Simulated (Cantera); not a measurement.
A Cantera script and what it prints.

```python
import numpy as np
import cantera as ct

gas_names = """
    AL ALCL ALCL2 ALCL3 ALH ALN AL2 AL2CL6 CL CL2 H HCL H2 N NH NH2 NH3 N2 N2H2 N2H4
""".split()
cond_names = """
    AL(cr) AL(L) ALCL3(s) ALCL3(L) ALN(s) NH4CL(a) NH4CL(b)
""".split()


def load(file, names, dense=False):
    # The tables refer to 1 bar. Condensed volumes are neglected.
    table = {s.name: s for s in ct.Species.list_from_file(file)}
    out = []
    for n in names:
        d = dict(table[n].input_data)
        d["thermo"] = dict(d["thermo"], **{"reference-pressure": 1e5})
        if dense:
            d["equation-of-state"] = {"model": "constant-volume", "density": "1e6 g/cm^3"}
        out.append(ct.Species.from_dict(d))
    return out


gas = ct.Solution(thermo="ideal-gas", species=load("nasa_gas.yaml", gas_names))
cond = {s.name: ct.Solution(thermo="fixed-stoichiometry", species=[s], name=s.name)
        for s in load("nasa_condensed.yaml", cond_names, dense=True)}
atoms = {
    'AlCl3': {'AL': 1, 'CL': 3},
    'HCl': {'H': 1, 'CL': 1},
    'N2': {'N': 2},
}
top_T = {'ALN(s)': 2750}  # K; cautious upper limits of use, not melting points


def equilibrate(T, P, feed):
    n = {}
    for name, mol in feed.items():
        for a, k in atoms[name].items():
            n[a] = n.get(a, 0.0) + k * mol
    gas.TPX = T, P, n
    mass = sum(n.values()) * gas.mean_molecular_weight
    gas.equilibrate("TP")
    valid = [c for c in cond.values() if c.min_temp <= T <= top_T.get(c.name, c.max_temp)]
    mix = ct.Mixture([(gas, mass / gas.mean_molecular_weight)] + [(c, 0.0) for c in valid])
    mix.T, mix.P = T, P
    mix.equilibrate("TP", solver="vcs", rtol=1e-11, max_steps=5000)
    return mix


results = []
T = 1123.15  # K
P = 13332.2  # Pa
for m in [1.7, 2.7, 4.4, 7.2, 12, 19, 31, 51, 83, 130, 220]:
    feed = {'AlCl3': 1, 'HCl': 0.87, 'N2': m}  # mol
    mix = equilibrate(T, P, feed)
    results.append((T, P, feed, dict(zip(mix.species_names, mix.species_moles))))

top = {s: max(r[3][s] / sum(r[3][g] for g in gas_names) for r in results) for s in gas_names}
cols = sorted((s for s in top if top[s] > 0.0001), key=lambda s: -top[s])[:8]
seen = [c for c in cond_names if any(r[3].get(c, 0) > 1e-12 for r in results)]
print("log10 of partial pressures in bar; condensed amounts in mol")
print(f"{'n(N2)':>10s}" + "".join(f"{s[:9]:>10s}" for s in cols + seen))
for T, P, feed, n in results:
    ng = sum(n[g] for g in gas_names)
    print(f"{feed['N2']:10.4g}" + "".join(f"{np.log10(max(n[s] / ng * P / 1e5, 1e-99)):10.3f}" for s in cols)
          + "".join(f"{n.get(c, 0):10.4g}" for c in seen))
```

It prints:

```
log10 of partial pressures in bar; condensed amounts in mol
     n(N2)        N2     ALCL3       HCL    AL2CL6
       1.7    -1.197    -1.428    -1.488    -4.512
       2.7    -1.104    -1.536    -1.595    -4.727
       4.4    -1.029    -1.673    -1.733    -5.001
       7.2    -0.975    -1.833    -1.893    -5.322
        12    -0.938    -2.017    -2.078    -5.690
        19    -0.916    -2.195    -2.255    -6.045
        31    -0.901    -2.392    -2.452    -6.440
        51    -0.891    -2.598    -2.659    -6.852
        83    -0.885    -2.804    -2.864    -7.263
       130    -0.881    -2.995    -3.056    -7.646
       220    -0.879    -3.221    -3.282    -8.098
```

Method: chemical equilibrium by Gibbs-energy minimisation in Cantera with the NASA 1993 tables (ideal gas, pure condensed phases).
